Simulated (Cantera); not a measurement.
Feed: 1 mol FeS, 4.7 mol SO3, 0.098 mol H2O, 2 mol H2S, equilibrated at 0.100 bar.

Cantera equilibrium calculation (NASA polynomials, part measured and part estimated; ideal gas, pure solids and liquids). Candidate condensed phases: Fe, FeO, Fe(OH)2, Fe(OH)3, FeS, FeSO4, FeS2, Fe2O3, Fe2(SO4)3, Fe3O4, H2O, H2SO4, S; 22 gas species. Mutual solubility and eutectic melting of coexisting phases are not modelled. The tables' stoichiometric FeO is somewhat more stable than real wüstite, so its field is too wide. FeO, FeS: taken at fixed stoichiometry. Gases not in the tables: S3 to S7. The numbers say what is thermodynamically allowed, not how fast it happens.

x: gas mole fraction; n: condensed amount in mol.

```json
[
 {"T (K)": "673", "x SO2": "0.740", "x H2O": "0.260", "x S2": "0.000106", "x SO": "8.36e-9", "x H2": "3.55e-6", "x H2S": "0.000287", "n FeS2(s)": "0.867", "n Fe3O4(s)": "0.0445", "n FeS(s)": "0", "n FeO(s)": "0", "n FeO(l)": "0"},
 {"T (K)": "773", "x SO2": "0.738", "x H2O": "0.258", "x S2": "(withheld)", "x SO": "(withheld)", "x H2": "(withheld)", "x H2S": "(withheld)", "n FeS2(s)": "0.848", "n Fe3O4(s)": "(withheld)", "n FeS(s)": "0", "n FeO(s)": "0", "n FeO(l)": "0"},
 {"T (K)": "873", "x SO2": "0.718", "x H2O": "0.241", "x S2": "0.0313", "x SO": "4.97e-6", "x H2": "0.000199", "x H2S": "0.00727", "n FeS2(s)": "0", "n Fe3O4(s)": "0", "n FeS(s)": "1.00", "n FeO(s)": "0", "n FeO(l)": "0"},
 {"T (K)": "973", "x SO2": "0.717", "x H2O": "0.242", "x S2": "0.0326", "x SO": "2.81e-5", "x H2": "0.000519", "x H2S": "0.00543", "n FeS2(s)": "0", "n Fe3O4(s)": "0", "n FeS(s)": "1.00", "n FeO(s)": "0", "n FeO(l)": "0"},
 {"T (K)": "1073", "x SO2": "0.709", "x H2O": "0.241", "x S2": "0.0408", "x SO": "0.000120", "x H2": "0.00119", "x H2S": "0.00496", "n FeS2(s)": "0", "n Fe3O4(s)": "0.0283", "n FeS(s)": "0.915", "n FeO(s)": "0", "n FeO(l)": "0"},
 {"T (K)": "1173", "x SO2": "0.691", "x H2O": "0.239", "x S2": "0.0585", "x SO": "0.000414", "x H2": "0.00250", "x H2S": "0.00525", "n FeS2(s)": "0", "n Fe3O4(s)": "0.0928", "n FeS(s)": "0.722", "n FeO(s)": "0", "n FeO(l)": "0"},
 {"T (K)": "1273", "x SO2": "0.671", "x H2O": "0.235", "x S2": "0.0786", "x SO": "0.00117", "x H2": "0.00466", "x H2S": "0.00548", "n FeS2(s)": "0", "n Fe3O4(s)": "0.167", "n FeS(s)": "0.498", "n FeO(s)": "0", "n FeO(l)": "0"},
 {"T (K)": "1373", "x SO2": "0.640", "x H2O": "0.226", "x S2": "0.112", "x SO": "0.00288", "x H2": "0.00806", "x H2S": "0.00608", "n FeS2(s)": "0", "n Fe3O4(s)": "0", "n FeS(s)": "0", "n FeO(s)": "1.000", "n FeO(l)": "0"},
 {"T (K)": "1473", "x SO2": "0.638", "x H2O": "0.223", "x S2": "0.111", "x SO": "0.00590", "x H2": "0.0119", "x H2S": "0.00522", "n FeS2(s)": "0", "n Fe3O4(s)": "0", "n FeS(s)": "0", "n FeO(s)": "1.000", "n FeO(l)": "0"},
 {"T (K)": "1573", "x SO2": "0.636", "x H2O": "0.218", "x S2": "0.109", "x SO": "0.0110", "x H2": "0.0167", "x H2S": "0.00451", "n FeS2(s)": "0", "n Fe3O4(s)": "0", "n FeS(s)": "0", "n FeO(s)": "1.000", "n FeO(l)": "0"},
 {"T (K)": "1673", "x SO2": "0.633", "x H2O": "0.212", "x S2": "0.105", "x SO": "0.0189", "x H2": "0.0222", "x H2S": "0.00390", "n FeS2(s)": "0", "n Fe3O4(s)": "0", "n FeS(s)": "0", "n FeO(s)": "0", "n FeO(l)": "1.000"},
 {"T (K)": "1773", "x SO2": "0.627", "x H2O": "0.204", "x S2": "0.0999", "x SO": "0.0304", "x H2": "0.0283", "x H2S": "0.00336", "n FeS2(s)": "0", "n Fe3O4(s)": "0", "n FeS(s)": "0", "n FeO(s)": "0", "n FeO(l)": "1.000"},
 {"T (K)": "1873", "x SO2": "0.618", "x H2O": "0.196", "x S2": "0.0933", "x SO": "(withheld)", "x H2": "(withheld)", "x H2S": "(withheld)", "n FeS2(s)": "0", "n Fe3O4(s)": "0", "n FeS(s)": "0", "n FeO(s)": "0", "n FeO(l)": "0.999"},
 {"T (K)": "1973", "x SO2": "0.607", "x H2O": "0.187", "x S2": "0.0849", "x SO": "0.0660", "x H2": "0.0412", "x H2S": "0.00242", "n FeS2(s)": "0", "n Fe3O4(s)": "0", "n FeS(s)": "0", "n FeO(s)": "0", "n FeO(l)": "0.997"}
]
```

**Question.** What belongs in the gaps?

**Answer.** 
- 1873, x SO: 0.0460
- 1873, x H2: 0.0348
- 1873, x H2S: 0.00287
- 773, x S2: 0.00207
- 773, x SO: 2.92e-7
- 773, x H2: 3.33e-5
- 773, x H2S: 0.00153
- 773, n Fe3O4(s): 0.0507
